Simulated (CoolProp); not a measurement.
Values from CoolProp's reference Helmholtz-energy equation of state, Smukala 2000.

For ethylene, give the phase and the cp (kJ/(kg K)), speed of sound (m/s) at -52.05 °C and 0.101 MPa.


- -52.05 °C and 0.101 MPa: gas; cp 1.33, speed of sound 289
